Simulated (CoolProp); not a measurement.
R1123 at several states: Z from the reference equation and from simpler models built on Tc = 58.6 °C, pc = 45.49 bar, ω = 0.243; each cubic takes its own stable root.

Computed with CoolProp (reference Helmholtz-energy equation of state, Akasaka 2020).

| T (°C) | p (bar) | phase | reference |
|---|---|---|---|
| 40.05 | 14.7 | gas | 0.8462 |
| 152.75 | 42.5 | gas | 0.8636 |
| 172.05 | 2.38 | gas | 0.9938 |
| 142.55 | 1.67 | gas | 0.9942 |

**Question.** How far does each simpler model (Pitzer virial, van der Waals, Redlich-Kwong, Soave-Redlich-Kwong) lie from the reference over these 4 states: mean and median of the absolute difference, and the worst?

**Answer.** 
- Pitzer virial: mean 0.6 %, median 0.3 %, worst +2.0 % at 40.05 °C and 14.7 bar
- van der Waals: mean 1.7 %, median 1.7 %, worst +3.6 % at 40.05 °C and 14.7 bar
- Redlich-Kwong: mean 0.9 %, median 0.6 %, worst -2.1 % at 152.75 °C and 42.5 bar
- Soave-Redlich-Kwong: mean 0.5 %, median 0.3 %, worst +1.3 % at 152.75 °C and 42.5 bar
